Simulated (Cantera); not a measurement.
An isothermal, constant-pressure homogeneous reactor starts with H2 : O2 = 0.0047 : 1 (molar parts), equivalence ratio 0.0024, at 1350 K and 0.00691 atm.

Cantera simulation using the H2/O2 subset of GRI-Mech 3.0, which has no nitrogen chemistry; the numbers are that mechanism's predictions, not measurements. Radical loss at walls, strong at low pressure, is not modelled.

x: mole fraction; the columns are a selection and need not sum to one.

```csv
t (s),x H2,x O2,x H2O,x O,x OH,x H2O2
0.000300,0.00468,0.995,8.95e-10,7.70e-9,7.41e-9,<1e-12
0.000715,0.00468,0.995,6.50e-9,2.41e-8,2.21e-8,4.32e-12
0.00170,0.00468,0.995,5.05e-8,9.24e-8,7.96e-8,2.26e-11
0.00405,0.00468,0.995,6.25e-7,7.05e-7,5.77e-7,1.07e-10
0.00965,0.00462,0.995,4.44e-5,4.26e-5,3.43e-5,4.15e-10
0.0230,0.000136,0.991,0.00408,0.00396,0.000825,___
0.0548,8.97e-6,0.991,0.00435,0.00420,0.000564,2.87e-9
0.130,8.74e-6,0.991,0.00436,0.00409,0.000556,2.85e-9
0.311,8.22e-6,0.991,0.00437,0.00384,0.000540,2.79e-9
0.740,7.15e-6,0.992,0.00440,0.00332,0.000504,2.66e-9
1.76,5.31e-6,0.993,0.00444,0.00244,0.000434,___
4.20,3.00e-6,0.994,0.00451,0.00136,0.000326,___
10.0,1.19e-6,0.995,0.00458,0.000531,0.000206,___
```

Q: Fill in the missing entries.

A: 
- 0.0230, x H2O2: 5.39e-9
- 1.76, x H2O2: 2.39e-9
- 4.20, x H2O2: 1.86e-9
- 10.0, x H2O2: 1.14e-9
